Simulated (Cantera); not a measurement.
Gas-phase reforming

A perfectly stirred reactor is fed with 41.7 % CH4, 24.6 % H2O, 33.8 % H2, at 500000 Pa; it is held at 2025 K, and followed from long to short residence time.

Computed with Cantera and GRI-Mech 3.0 (53 species, 325 reactions). GRI-Mech 3.0 stops at C3 and has no aromatics, soot or wall deposition, so with more carbon than oxygen in the feed, carbon stays in small species such as C2H2 where larger ones or solid carbon would form.

```tsv
τ (s)	x CH4	x H2O	x H2	x C2H6	x CH2	x HCO
2.1	0.0103	0.00144	0.792	2.02e-6	2.55e-7	1.92e-7
0.91	0.0108	0.00322	0.790	2.15e-6	2.70e-7	1.90e-7
0.40	0.0117	0.00688	0.787	2.44e-6	3.01e-7	1.86e-7
0.18	0.0134	0.0137	0.781	3.04e-6	3.60e-7	1.78e-7
0.078	0.0165	0.0260	0.770	4.33e-6	4.70e-7	1.64e-7
0.034	0.0214	0.0448	0.754	6.96e-6	6.51e-7	1.44e-7
0.015	0.0287	0.0697	0.731	1.22e-5	9.20e-7	1.20e-7
0.0067	0.0391	0.0984	0.704	2.24e-5	1.29e-6	9.63e-8
0.0030	0.0540	0.128	0.673	4.28e-5	1.76e-6	7.92e-8
0.0013	0.0764	0.154	0.638	8.61e-5	2.34e-6	7.36e-8
```
x: mole fraction; the columns are a selection and need not sum to one.
